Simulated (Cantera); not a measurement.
# Nitride etching: Si3N4 + H2 + N2

Feed: 1 mol Si3N4, 4.6 mol H2, 60 mol N2, equilibrated at 1302 °C and 2.20 Pa.

Cantera equilibrium calculation (NASA polynomials, part measured and part estimated; ideal gas, pure solids and liquids). Candidate condensed phases: Si, Si3N4; 18 gas species. The tables' values for SiN are old estimates; treat these amounts as uncertain. Equilibrium is a limit: real reactors are often held back by kinetics, nucleation or transport.

| Item | Result |
|---|---|
| x(N2) | 0.927 |
| x(H2) | 0.0677 |
| x(Si) | 0.00261 |
| x(H) | 0.00230 |
| x(Si2N) | 1.83e-5 |
| x(SiN) | 1.12e-5 |
| x(SiH) | 7.61e-6 |
| x(Si2) | 5.55e-6 |
| x(Si3) | 1.16e-6 |
| n(Si(s)) | 2.82 mol |
| gas amount | 66.85 mol |
